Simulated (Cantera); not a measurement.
An isothermal, constant-pressure homogeneous reactor starts with CH₄ : CO₂ : H₂ = 1 : 0.88 : 2 (molar parts), at 2075 K and 1280 Torr. Integrator tolerance rtol = 1e-08.

Computed with Cantera and GRI-Mech 3.0 (53 species, 325 reactions).

Q: What does this change do: temperature 2075 to 1700 K?

A: 
```json
[
 {"quantity": "x(CH₄) at 4.00 s", "before": "0.000942 (gas-phase equilibrium 0.000942)", "after": "0.0155 (gas-phase equilibrium 0.00904)"},
 {"quantity": "x(CO₂) at 4.00 s", "before": "8.24e-7 (gas-phase equilibrium 8.33e-7)", "after": "0.00335 (gas-phase equilibrium 2.11e-6)"},
 {"quantity": "x(H₂) at 4.00 s", "before": "0.682 (gas-phase equilibrium 0.682)", "after": "0.650 (gas-phase equilibrium 0.676)"},
 {"quantity": "x(C₂H₄) at 4.00 s", "before": "5.12e-5 (gas-phase equilibrium 5.12e-5)", "after": "0.000903 (gas-phase equilibrium 0.000315)"},
 {"quantity": "x(CH₂) at 4.00 s", "before": "1.54e-7 (gas-phase equilibrium 1.54e-7)", "after": "7.28e-9 (gas-phase equilibrium 3.62e-9)"}
]
```
